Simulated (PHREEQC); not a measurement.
A solution holds 0.013 mol ZnSO4, 0.0066 mol NaCl and 0.32 mol H2SO4 per kg of water, at 12 °C. Closed to the air; pH follows from the charge balance.

Computed with PHREEQC (ion-association model, phreeqc.dat).

```yaml
pH: 0.56
ionic_strength: 0.436 mol/kgw
activity_of_water: 0.988
specific_conductance: 76800 µS/cm
density: 1.021 g/cm³
total_alkalinity: -640 meq/kg
```

| species | molality | activity | log γ |
|---|---|---|---|
| H+ | 0.358 | 0.277 | -0.112 |
| HSO4- | 0.281 | 0.207 | -0.133 |
| SO4-2 | 0.0451 | 0.0100 | -0.652 |
| Zn+2 | 0.00813 | 0.00188 | -0.635 |
| Cl- | 0.00658 | 0.00437 | -0.178 |
| Na+ | 0.00630 | 0.00457 | -0.140 |
| ZnSO4 | 0.00362 | 0.00400 | 0.044 |
| Zn(SO4)2-2 | 0.00124 | 0.000363 | -0.533 |
| NaSO4- | 0.000300 | 0.000211 | -0.152 |
| ZnCl+ | 1.83e-5 | 1.22e-5 | -0.177 |
| ZnCl2 | 4.78e-8 | 5.28e-8 | 0.044 |

Precipitation was switched off in this run. Complexes and solids missing from the database can't appear. At this temperature some constants are extrapolated from 25 °C, and those without enthalpy data are left unchanged.
